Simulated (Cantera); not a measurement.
A Cantera script and its output.

```python
import numpy as np
import cantera as ct

gas = ct.Solution("gri30.yaml")
gas.TPX = 1350, 1000000, {'CH2O': 0.0053, 'O2': 0.015, 'N2': 1}
inlet = ct.Reservoir(gas, clone=True)

reactor = ct.IdealGasConstPressureReactor(gas, energy="off", clone=False)
exhaust = ct.Reservoir(gas, clone=True)
tau = [4.8, 1.7, 0.59, 0.21, 0.073, 0.026, 0.009][0]
for a, b in ((inlet, reactor), (reactor, exhaust)):
    ct.MassFlowController(a, b, mdot=lambda t: reactor.mass / tau)
net = ct.ReactorNet([reactor])
show = ['CH2O', 'O2', 'H2O', 'O', 'C2H4', 'H2']

rows = []
print(f"{'tau/s':>10s}{'T/K':>9s}" + "".join(f"{s:>11s}" for s in show))
for tau in [4.8, 1.7, 0.59, 0.21, 0.073, 0.026, 0.009]:
    net.initial_time = 0.0
    net.advance(30 * tau)
    before = gas.X
    net.advance(40 * tau)
    drift = np.max(np.abs(gas.X - before) / (gas.X + 1e-9))
    rows.append([gas.T, *gas[show].X, drift])
    print(f"{tau:10.3e}{gas.T:9.1f}" + "".join(f"{x:11.3e}" for x in gas[show].X))
```

It prints:

```
     tau/s      T/K       CH2O         O2        H2O          O       C2H4         H2
 4.800e+00   1350.0  1.713e-07  9.511e-03  5.192e-03  1.778e-07  9.997e-29  1.333e-07
 1.700e+00   1350.0  3.958e-07  9.518e-03  5.192e-03  3.176e-07  3.210e-27  2.897e-07
 5.900e-01   1350.0  9.380e-07  9.536e-03  5.190e-03  6.026e-07  1.691e-25  6.806e-07
 2.100e-01   1350.0  2.151e-06  9.577e-03  5.187e-03  1.165e-06  8.488e-24  1.661e-06
 7.300e-02   1350.0  4.817e-06  9.671e-03  5.180e-03  2.263e-06  3.507e-22  4.297e-06
 2.600e-02   1350.0  1.003e-05  9.852e-03  5.165e-03  4.084e-06  9.528e-21  1.096e-05
 9.000e-03   1350.0  2.056e-05  1.017e-02  5.131e-03  6.805e-06  2.246e-19  2.841e-05
```

Detailed kinetics in Cantera: GRI-Mech 3.0 (53 species, 325 reactions).
